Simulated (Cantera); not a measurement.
A perfectly stirred reactor is fed with 95.1 % NH₃, 4.89 % N₂, at 0.132 atm; it is held at 1625 K, and followed from long to short residence time.

Model: the gas-phase N/H chemistry of the illustrative SiF4/NH3 mechanism in the Surface Chemkin manual (1991), integrated in Cantera. Walls and surfaces, which speed up NH3 decomposition in real reactors, are not modelled.

**Question.** Predict: x(NH₃) at τ = 9.30 s; x(NH₂) at τ = 9.30 s; x(NH) at τ = 9.30 s; x(N) at τ = 9.30 s; x(H₂) at τ = 9.30 s; x(NH₃) at τ = 0.210 s; x(NH₂) at τ = 0.210 s; x(NH) at τ = 0.210 s; x(N) at τ = 0.210 s; x(H₂) at τ = 0.210 s.

**Answer.** 
- x(NH₃) at τ = 9.30 s = 0.592
- x(NH₂) at τ = 9.30 s = 0.000112
- x(NH) at τ = 9.30 s = 5.80e-7
- x(N) at τ = 9.30 s = 1.78e-8
- x(H₂) at τ = 9.30 s = 0.276
- x(NH₃) at τ = 0.210 s = 0.938
- x(NH₂) at τ = 0.210 s = 0.000156
- x(NH) at τ = 0.210 s = 4.35e-7
- x(N) at τ = 0.210 s = 2.35e-9
- x(H₂) at τ = 0.210 s = 0.0102
